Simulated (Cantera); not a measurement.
Carbon deposition, reforming and gasification: C₃H₆ + H₂

A closed system holds: 1 mol C₃H₆, 53 mol H₂, equilibrated at 2348 K and 2100 Pa.

Method: chemical equilibrium by Gibbs-energy minimisation in Cantera with the NASA 1993 tables (ideal gas, pure condensed phases). Candidate condensed phases: C, C₆H₆, C₇H₈, C₈H₁₈; 76 gas species. Kinetics and transport are ignored.

* **x(H₂)**: 0.914
* **x(H)**: 0.0814
* **x(C₂H₂ (acetylene))**: 0.00499
* **x(C₂H)**: 2.26e-5
* **x(C₄H₂)**: 1.12e-5
* **x(CH₃)**: 5.68e-6
* **x(CH₄)**: 3.42e-6
* **x(C₂H₂ (vinylidene))**: 2.25e-6
* **x(C₃)**: 1.90e-6
* **n(C(graphite))**: 2.41 mol
* **gas amount**: 58.38 mol
